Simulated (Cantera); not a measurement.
**Diamond growth**

A diamond (100) surface in a fixed gas of H2 with x(CH4) = 0.0049, x(H) = 0.014, x(CH3) = 0.00065, 120 Torr; coverages are run to steady state.

Detailed kinetics in Cantera: the Harris–Goodwin 1993 mechanism for the reconstructed diamond (100) surface.

```
T (K)  growth (µm/h)  θ c6HH  θ c6H*  θ c6*H   θ c6**    θ c6HM
-----  -------------  ------  ------  ------  -------  --------
900             31.1   0.660  0.0104   0.279  0.00418    0.0374
950             41.5   0.618  0.0140   0.322  0.00643    0.0301
1000            53.1   0.577  0.0181   0.362  0.00941    0.0244
1050            65.5   0.537  0.0227   0.398   0.0132    0.0198
1100            77.4   0.500  0.0277   0.431   0.0179    0.0160
1150            86.1   0.465  0.0329   0.459   0.0234    0.0125
1200            87.5   0.433  0.0383   0.484   0.0299   0.00911
1250            78.8   0.403  0.0438   0.505   0.0372   0.00587
1300            63.6   0.377  0.0494   0.522   0.0453   0.00327
1350            50.0   0.352  0.0548   0.535   0.0541   0.00162
1400            42.1   0.330  0.0600   0.545   0.0633  0.000748
```
θ: site fractions in the mechanism's names (c6HH fully hydrogenated, c6H* and c6*H radical sites, c6** diradical, c6HM methylated).
